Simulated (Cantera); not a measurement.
Standard-state values (1 bar) from the NASA 1993 polynomials, evaluated with Cantera. Values are per mole of reaction as written; species without (g) are pure solids or liquids, kept so even where they would boil at 1 bar.

Question: Between 450 and 550 K, where is each reaction favourable under standard conditions?
- 8 TiCl3(g) + Ti3O5 = 6 TiCl4 + 5 TiO(g)

Answer: 
- 8 TiCl3(g) + Ti3O5 = 6 TiCl4 + 5 TiO(g): ΔG° is 2204 kJ at 450 K and 2192 kJ at 550 K; it stays positive (K < 1). ΔH° is 2268 kJ and ΔS° 137 J/K at 550 K.
